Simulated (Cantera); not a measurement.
Abatement and gas-phase synthesis: HBr + O₂

Feed: 1 mol HBr, a varied amount of O₂, equilibrated at 1925 °C and 0.0100 bar.

These are equilibrium values from Cantera (NASA tables, ideal gas, pure condensed phases), not measurements of a reactor. Candidate condensed phases: Br₂, H₂O; 12 gas species. Equilibrium is a limit: real reactors are often held back by kinetics, nucleation or transport.

From 0.023 mol O₂ to 3.2 mol O₂ nothing is condensed.

```json
[
 {"n(O₂) (mol)": "0.023", "x O₂": "3.47e-6", "x Br": "0.496", "x H₂O": "0.0334", "x HBr": "0.243", "x H₂": "0.202", "x H": "0.0251", "x OH": "0.000576", "x O": "4.98e-5"},
 {"n(O₂) (mol)": "0.038", "x O₂": "1.13e-5", "x Br": "0.502", "x H₂O": "0.0549", "x HBr": "0.234", "x H₂": "0.184", "x H": "0.0239", "x OH": "0.000992", "x O": "8.99e-5"},
 {"n(O₂) (mol)": "0.062", "x O₂": "4.14e-5", "x Br": "0.512", "x H₂O": "0.0888", "x HBr": "0.220", "x H₂": "0.156", "x H": "0.0220", "x OH": "0.00175", "x O": "0.000172"},
 {"n(O₂) (mol)": "0.1", "x O₂": "0.000196", "x Br": "0.530", "x H₂O": "0.141", "x HBr": "0.194", "x H₂": "0.113", "x H": "0.0188", "x OH": "0.00324", "x O": "0.000375"},
 {"n(O₂) (mol)": "0.17", "x O₂": "0.00268", "x Br": "0.566", "x H₂O": "0.224", "x HBr": "0.136", "x H₂": "0.0489", "x H": "0.0123", "x OH": "0.00787", "x O": "0.00138"},
 {"n(O₂) (mol)": "0.27", "x O₂": "0.0358", "x Br": "0.579", "x H₂O": "0.262", "x HBr": "0.0787", "x H₂": "0.0156", "x H": "0.00697", "x OH": "0.0163", "x O": "0.00506"},
 {"n(O₂) (mol)": "0.45", "x O₂": "0.125", "x Br": "0.534", "x H₂O": "0.246", "x HBr": "0.0514", "x H₂": "0.00784", "x H": "0.00494", "x OH": "0.0215", "x O": "0.00945"},
 {"n(O₂) (mol)": "0.73", "x O₂": "0.240", "x Br": "0.465", "x H₂O": "0.214", "x HBr": "0.0355", "x H₂": "0.00492", "x H": "0.00391", "x OH": "0.0236", "x O": "0.0131"},
 {"n(O₂) (mol)": "1.2", "x O₂": "0.377", "x Br": "0.380", "x H₂O": "0.173", "x HBr": "0.0233", "x H₂": "0.00318", "x H": "0.00314", "x OH": "0.0238", "x O": "0.0164"},
 {"n(O₂) (mol)": "1.9", "x O₂": "0.507", "x Br": "0.298", "x H₂O": "0.134", "x HBr": "0.0149", "x H₂": "0.00213", "x H": "0.00257", "x OH": "0.0226", "x O": "0.0190"},
 {"n(O₂) (mol)": "3.2", "x O₂": "0.640", "x Br": "0.213", "x H₂O": "0.0940", "x HBr": "0.00842", "x H₂": "0.00133", "x H": "0.00203", "x OH": "0.0200", "x O": "0.0214"}
]
```
x: gas mole fraction; nothing condenses.
